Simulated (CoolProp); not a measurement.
Vapour pressure (kPa) of octamethylcyclotetrasiloxane (D4): the reference equation beside estimates from Tc = 586.5 K, pc = 1347 kPa, ω = 0.598. Clausius-Clapeyron is anchored at 437.9 K with a constant enthalpy of vaporisation of 40.09 kJ/mol.

Computed with CoolProp (reference Helmholtz-energy equation of state, Thol 2015).

```csv
T (K),reference,Clausius-Clapeyron,Soave-Redlich-Kwong,Peng-Robinson
437.9,75.97,75.97,76.15,76.66
450,104.2,102.1,104.7,104.9
462.1,140.0,135.2,141.0,140.8
474.3,185.1,176.9,186.9,186.0
486.4,240.0,227.8,243.2,241.5
498.5,306.7,289.7,311.7,309.0
510.6,386.7,364.4,394.1,390.3
522.7,482.0,453.4,492.1,487.4
534.9,595.5,559.6,608.7,603.1
547,727.8,683.1,744.0,737.9
559.1,883.0,826.7,900.8,895.0
```

Absolute difference from the reference over all 11 rows, mean and median: Clausius-Clapeyron 4.6 and 5.5 %, Soave-Redlich-Kwong 1.4 and 1.6 %, Peng-Robinson 0.9 and 0.9 %.
